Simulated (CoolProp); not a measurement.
Saturation properties of propylene (Tc = 91.1 °C, pc = 4.555 MPa, ω = 0.146).

Computed with CoolProp (reference Helmholtz-energy equation of state, Lemmon 2013).

```
T (°C)  p (MPa)  vapour density (kg/m³)  liquid conductivity (mW/(m K))
------  -------  ----------------------  ------------------------------
-15.45   0.3575                   7.691                             131
-7.35    0.4660                   9.909                             127
0.75     0.5973                   12.60                             123
8.85     0.7541                   15.84                             119
17.05    0.9418                   19.79                             115
25.15     1.159                   24.48                             111
33.25     1.410                   30.10                             107
41.35     1.699                   36.89                             103
49.45     2.030                   45.16                            98.4
57.55     2.405                   55.39                            94.0
65.75     2.836                   68.60                            89.4
73.85     3.316                   86.09                            84.8
81.95     3.857                   112.1                            80.7
```

It boils at -47.6 °C under 1 atm.

Thermal conductivity comes from a separate model (Huber 2003), an estimate that may be off by 10 % or more.
